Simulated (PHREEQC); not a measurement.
Na2CO3 is added in steps, without added water, to 1 kg of water holding 0.00098 mol/kgw H2SO4, 0.0081 mol/kgw CaCl2 and 0.016 mol/kgw CuCl2, at 25 °C. Oxygen is held at 0.21 atm. CO2 from the air is kept out. The run lets Calcite, Gypsum, Portlandite, Cu(OH)2, Malachite, Brochantite, Antlerite, Atacamite, Halite, Mirabilite, Chalcanthite, Nahcolite, Natron precipitate or redissolve, and no other solid.

Base run: PHREEQC, ion-association model, wateq4f.dat. Each further column changes one thing. The table gives pH.

```tsv
Na2CO3 added (mol)	base	all activity coefficients set to 1	metal-ligand complexes left out	Debye-Hückel limiting law
0	2.79	(withheld)	2.80	2.85
0.0038	4.46	4.22	4.44	4.58
0.0076	4.61	4.38	4.59	4.72
0.0133	4.84	(withheld)	4.82	4.90
0.0171	5.32	(withheld)	5.30	5.35
0.0209	6.42	(withheld)	6.45	6.39
0.0247	6.63	6.47	6.61	6.72
0.0304	7.04	(withheld)	7.03	7.11
0.0342	8.23	8.30	8.33	8.20
0.038	9.20	(withheld)	9.38	9.12
```

What belongs in the gaps?


- 0, all activity coefficients set to 1: 2.72
- 0.0133, all activity coefficients set to 1: 4.81
- 0.0171, all activity coefficients set to 1: 5.26
- 0.0209, all activity coefficients set to 1: 6.32
- 0.0304, all activity coefficients set to 1: 6.97
- 0.038, all activity coefficients set to 1: 9.32

The database's constant for dissolved Cu(OH)2 is higher than later reviews accept.
